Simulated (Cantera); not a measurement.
Input: 1 mol CH₄, 0.039 mol H₂O, 10 mol H₂, held at 2550 °C and 19500 Torr.

Cantera equilibrium calculation (NASA polynomials, part measured and part estimated; ideal gas, pure solids and liquids). Candidate condensed phases: C, C₆H₆, C₇H₈, C₈H₁₈, H₂O; 110 gas species. The numbers say what is thermodynamically allowed, not how fast it happens.

Base state: H₂ 0.942, C₂H₂ (acetylene) 0.0339, H 0.0169, CO 0.00321, CH₄ 0.00220, CH₃ 0.000654, C₄H₂ 0.000509, C₂H₄ 0.000220 (mole fractions); condensed: C(graphite).

Task: What changes in the equilibrium state with this change: 0.009 mol CO₂ added?

Result: 
```tsv
species	before	after
H₂	0.942	0.941
C₂H₂ (acetylene)	0.0339	0.0339
H	0.0169	0.0169
CO	0.00321	0.00468
C₃H₄ (allene)	1.03e-5	1.03e-5
CH₄	0.00220	0.00219
C₂H₄	0.000220	0.000219
C(graphite), mol	0.0632	0.0543
```

Task: What changes in the equilibrium state with this change: CH₄ replaced by C₆H₆?

Result: 
```json
[
 {"species": "H₂", "before": "0.942", "after": "0.942"},
 {"species": "C₂H₂ (acetylene)", "before": "0.0339", "after": "0.0339"},
 {"species": "H", "before": "0.0169", "after": "0.0169"},
 {"species": "CO", "before": "0.00321", "after": "0.00296"},
 {"species": "C₂H₄", "before": "0.000220", "after": "0.000220"},
 {"species": "CH₄", "before": "0.00220", "after": "0.00220"},
 {"species": "C₃H₄ (propyne)", "before": "2.28e-5", "after": "2.28e-5"},
 {"species": "C(graphite), mol", "before": "0.0632", "after": "4.99"}
]
```

Task: What changes in the equilibrium state with this change: temperature from 2550 °C to 300 °C?

Result: 
```json
[
 {"species": "H₂", "before": "0.942", "after": "0.906"},
 {"species": "CH₄", "before": "0.00220", "after": "0.0906"},
 {"species": "H₂O", "before": "9.47e-7", "after": "0.00353"},
 {"species": "C₂H₂ (acetylene)", "before": "0.0339", "after": "<1e-9"},
 {"species": "H", "before": "0.0169", "after": "<1e-9"},
 {"species": "CO", "before": "0.00321", "after": "<1e-9"},
 {"species": "CH₃", "before": "0.000654", "after": "<1e-9"},
 {"species": "C₄H₂", "before": "0.000509", "after": "<1e-9"},
 {"species": "C₂H₄", "before": "0.000220", "after": "<1e-9"},
 {"species": "C(graphite), mol", "before": "0.0632", "after": "0"}
]
```
